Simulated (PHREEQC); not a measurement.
Synthetic water in mg/L, 7 °C, pH 6.02, pe 11.7:

```json
[
 {"constituent": "Na", "mg/L": "17.4"},
 {"constituent": "K", "mg/L": "0.48"},
 {"constituent": "Ca", "mg/L": "8.2"},
 {"constituent": "Mg", "mg/L": "10.8"},
 {"constituent": "Cl", "mg/L": "19.6"},
 {"constituent": "S(6) as SO4", "mg/L": "28.6"},
 {"constituent": "Alkalinity as HCO3", "mg/L": "60.8"},
 {"constituent": "Cu(2)", "mg/L": "0.0552"},
 {"constituent": "Cd", "mg/L": "0.191"},
 {"constituent": "B", "mg/L": "0.432"}
]
```

Cl is adjusted to close the charge balance.
Valence states are taken as typed.

Equilibrium calculation in PHREEQC: ion-association model, phreeqc.dat.

Precipitation was switched off in this run.

Task: Estimate the specific conductance.

Result: specific conductance 137 µS/cm.

Task: In which forms is C present?

Result: CO2 74 %, HCO3- 26 % of the C.

Species that the database lacks are ignored. Constants without temperature data keep their 25 °C values here.
